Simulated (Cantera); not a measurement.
Input (Python, Cantera) and output of one run.

```python
import numpy as np
import cantera as ct

gas_names = [...]  # 140 gases of nasa_gas.yaml made of C, Fe, H, N, O
cond_names = """
    C(gr) C6H6(L) C7H8(L) C8H18(L),n-octa Fe(a) Fe(c) Fe(d) Fe(L) FeC5O5(L) FeO(s) FeO(L) Fe(OH)2(s)
    Fe(OH)3(s) Fe2O3(s) Fe3O4(s) H2O(s) H2O(L)
""".split()


# ... load() reads the species with a 1 bar reference pressure and builds the phases ...
atoms = {
    'Fe(CO)5': {'Fe': 1, 'C': 5, 'O': 5},
    'H2': {'H': 2},
    'N2': {'N': 2},
}
top_T = {'C(gr)': 4500, 'Fe2O3(s)': 1830, 'Fe3O4(s)': 1870}  # K; cautious upper limits of use, not melting points


# ... equilibrate(T, P, feed) seeds the gas with the atoms and calls Mixture.equilibrate('TP', solver="vcs", rtol=1e-11, max_steps=5000) ...
results = []
T = 1575  # K
P = 1000  # Pa
for m in [1.4, 1.9, 2.5, 3.4, 4.6, 6.1, 8.2, 11, 15, 20, 27, 36]:
    feed = {'Fe(CO)5': 1, 'H2': 0.038, 'N2': m}  # mol
    mix = equilibrate(T, P, feed)
    results.append((T, P, feed, dict(zip(mix.species_names, mix.species_moles))))
    x = sorted(zip(gas.X, gas.species_names), reverse=True)
    print(f"T = {T:g} K  P = {P:g} Pa  n(N2) = {m:g} mol  gas = {mix.phase_moles(0):.4g} mol")
    print("   x: " + "  ".join(f"{s} {v:.3e}" for v, s in x if v > 1e-05))
    print("   condensed (mol): " + ("  ".join(f"{mix.phase(i).name} {mix.phase_moles(i):.4g}"
          for i in range(1, mix.n_phases) if mix.phase_moles(i) > 1e-12) or "none"))
```

Output:

```
T = 1575 K  P = 1000 Pa  n(N2) = 1.4 mol  gas = 6.438 mol
   x: CO 7.766e-01  N2 2.174e-01  H2 5.880e-03  Fe 6.833e-05  H 3.187e-05  CO2 1.155e-05  HCN 1.155e-05
   condensed (mol): Fe(c) 0.9996
T = 1575 K  P = 1000 Pa  n(N2) = 1.9 mol  gas = 6.939 mol
   x: CO 7.206e-01  N2 2.738e-01  H2 5.455e-03  Fe 6.833e-05  H 3.069e-05  HCN 1.114e-05  CO2 1.114e-05
   condensed (mol): Fe(c) 0.9995
T = 1575 K  P = 1000 Pa  n(N2) = 2.5 mol  gas = 7.539 mol
   x: CO 6.632e-01  N2 3.316e-01  H2 5.020e-03  Fe 6.833e-05  H 2.945e-05  HCN 1.054e-05  CO2 1.054e-05
   condensed (mol): Fe(c) 0.9995
T = 1575 K  P = 1000 Pa  n(N2) = 3.4 mol  gas = 8.439 mol
   x: CO 5.925e-01  N2 4.029e-01  H2 4.484e-03  Fe 6.833e-05  H 2.783e-05
   condensed (mol): Fe(c) 0.9994
T = 1575 K  P = 1000 Pa  n(N2) = 4.6 mol  gas = 9.639 mol
   x: CO 5.187e-01  N2 4.772e-01  H2 3.925e-03  Fe 6.833e-05  H 2.604e-05
   condensed (mol): Fe(c) 0.9993
T = 1575 K  P = 1000 Pa  n(N2) = 6.1 mol  gas = 11.14 mol
   x: N2 5.476e-01  CO 4.489e-01  H2 3.395e-03  Fe 6.833e-05  H 2.422e-05
   condensed (mol): Fe(c) 0.9992
T = 1575 K  P = 1000 Pa  n(N2) = 8.2 mol  gas = 13.24 mol
   x: N2 6.194e-01  CO 3.777e-01  H2 2.856e-03  Fe 6.833e-05  H 2.221e-05
   condensed (mol): Fe(c) 0.9991
T = 1575 K  P = 1000 Pa  n(N2) = 11 mol  gas = 16.04 mol
   x: N2 6.858e-01  CO 3.117e-01  H2 2.356e-03  Fe 6.833e-05  H 2.017e-05
   condensed (mol): Fe(c) 0.9989
T = 1575 K  P = 1000 Pa  n(N2) = 15 mol  gas = 20.04 mol
   x: N2 7.485e-01  CO 2.495e-01  H2 1.885e-03  Fe 6.833e-05  H 1.804e-05
   condensed (mol): Fe(c) 0.9986
T = 1575 K  P = 1000 Pa  n(N2) = 20 mol  gas = 25.04 mol
   x: N2 7.987e-01  CO 1.997e-01  H2 1.508e-03  Fe 6.833e-05  H 1.614e-05
   condensed (mol): Fe(c) 0.9983
T = 1575 K  P = 1000 Pa  n(N2) = 27 mol  gas = 32.04 mol
   x: N2 8.427e-01  CO 1.560e-01  H2 1.178e-03  Fe 6.833e-05  H 1.426e-05
   condensed (mol): Fe(c) 0.9978
T = 1575 K  P = 1000 Pa  n(N2) = 36 mol  gas = 41.04 mol
   x: N2 8.772e-01  CO 1.218e-01  H2 9.187e-04  Fe 6.833e-05  H 1.260e-05
   condensed (mol): Fe(c) 0.9972
```

These are equilibrium values from Cantera (NASA tables, ideal gas, pure condensed phases), not measurements of a reactor.
